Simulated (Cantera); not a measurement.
Input (Python, Cantera):

```python
import numpy as np
import cantera as ct

gas = ct.Solution("h2o2.yaml")
gas.TPX = 373, 230000, {'H2': 1, 'O2': 0.385, 'N2': 1.45}
inlet = ct.Reservoir(gas, clone=True)
gas.equilibrate("HP")  # start burning
reactor = ct.IdealGasConstPressureReactor(gas, energy="on", clone=False)
exhaust = ct.Reservoir(gas, clone=True)
tau = [0.13, 0.036, 0.01, 0.003, 0.00085, 0.00024, 6.9e-05, 2e-05, 5.7e-06][0]
for a, b in ((inlet, reactor), (reactor, exhaust)):
    ct.MassFlowController(a, b, mdot=lambda t: reactor.mass / tau)
net = ct.ReactorNet([reactor])
show = ['H2', 'O2', 'HO2', 'OH', 'H2O', 'H2O2', 'O']

rows = []
print(f"{'tau/s':>10s}{'T/K':>9s}" + "".join(f"{s:>11s}" for s in show))
for tau in [0.13, 0.036, 0.01, 0.003, 0.00085, 0.00024, 6.9e-05, 2e-05, 5.7e-06]:
    net.initial_time = 0.0
    net.advance(30 * tau)
    before = gas.X
    net.advance(40 * tau)
    drift = np.max(np.abs(gas.X - before) / (gas.X + 1e-9))
    rows.append([gas.T, *gas[show].X, drift])
    print(f"{tau:10.3e}{gas.T:9.1f}" + "".join(f"{x:11.3e}" for x in gas[show].X))
```

Result:

```
     tau/s      T/K         H2         O2        HO2         OH        H2O       H2O2          O
 1.300e-01   2386.5  9.316e-02  7.201e-05  5.916e-08  1.967e-03  3.113e-01  2.229e-08  4.629e-05
 3.600e-02   2381.3  9.311e-02  1.092e-04  8.848e-08  2.242e-03  3.108e-01  2.922e-08  6.079e-05
 1.000e-02   2367.0  9.297e-02  2.204e-04  1.954e-07  2.976e-03  3.094e-01  5.020e-08  1.102e-04
 3.000e-03   2337.3  9.277e-02  4.980e-04  5.204e-07  4.363e-03  3.065e-01  9.698e-08  2.508e-04
 8.500e-04   2278.3  9.266e-02  1.220e-03  1.442e-06  6.638e-03  3.009e-01  1.884e-07  6.511e-04
 2.400e-04   2174.2  9.294e-02  2.876e-03  3.618e-06  9.385e-03  2.912e-01  3.524e-07  1.612e-03
 6.900e-05   2012.9  9.372e-02  6.082e-03  8.393e-06  1.129e-02  2.770e-01  7.149e-07  3.377e-03
 2.000e-05   1794.0  9.657e-02  1.201e-02  1.971e-05  1.071e-02  2.581e-01  1.756e-06  5.570e-03
 5.700e-06   1500.4  1.265e-01  3.062e-02  6.454e-05  6.652e-03  2.175e-01  4.806e-06  6.197e-03
```

Computed with Cantera and the H2/O2 subset of GRI-Mech 3.0, which has no nitrogen chemistry. The hydrogen kinetics of GRI-Mech 3.0 are dated; newer H2 mechanisms differ, most at raised pressure.
